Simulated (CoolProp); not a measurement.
Vapour-liquid equilibrium of ethane (1) + CHF3 (R23) (2) at 0.96 MPa; x and y are mole fractions of (1).

Model: multi-fluid Helmholtz-energy mixture model, Bücker 2006 and Penoncello 2003; pair parameters Bell 2016, in CoolProp.

```
x      bubble temperature (K)  y at the bubble point  dew temperature at overall composition x (K)  liquid density (mol/L)
-----  ----------------------  ---------------------  --------------------------------------------  ----------------------
0.05                    236.4                  0.182                                         240.3                   17.59
0.125                   231.7                  0.336                                         238.1                   17.47
0.2                     229.3                  0.414                                         235.9                   17.24
0.275                   228.2                  0.456                                         233.6                   16.96
0.35                    227.6                  0.482                                         231.2                   16.70
0.425                   227.3                  0.501                                         229.0                   16.48
0.5                     227.2                  0.518                                         227.3                   16.29
0.575                   227.2                  0.535                                         227.7                   16.15
0.65                    227.5                  0.557                                         229.5                   16.05
0.725                   228.0                  0.588                                         231.6                   15.98
0.8                     229.1                  0.635                                         233.8                   15.91
0.875                   231.2                  0.712                                         236.1                   15.82
0.95                    235.3                  0.849                                         238.3                   15.67
```

y crosses x between x = 0.5 and 0.575: the model has an azeotrope there.

Pair parameters are fitted to limited data, so mixtures are less certain than the pure fluids. With so large a gap from Raoult's law the liquid may split in two, which this calculation doesn't test in full.
